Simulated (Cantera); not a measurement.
Input: 1 mol CH3OH, 0.0068 mol O2, 6.3 mol N2, at 2923 K.

Method: chemical equilibrium by Gibbs-energy minimisation in Cantera with the NASA 1993 tables (ideal gas, pure condensed phases). Candidate condensed phases: C, C6H6, C7H8, C8H18, H2O; 136 gas species. The ideal-gas law is rough above about 30 bar. Kinetics and transport are ignored.

Problem. At 75000 Torr, list the 6 most abundant gas species with their mole fractions, and the condensed phases.

Solution. N2 0.676, H2 0.209, CO 0.106, H 0.00567, H2O 0.00211, HCN 0.000692. Condensed: gas only.
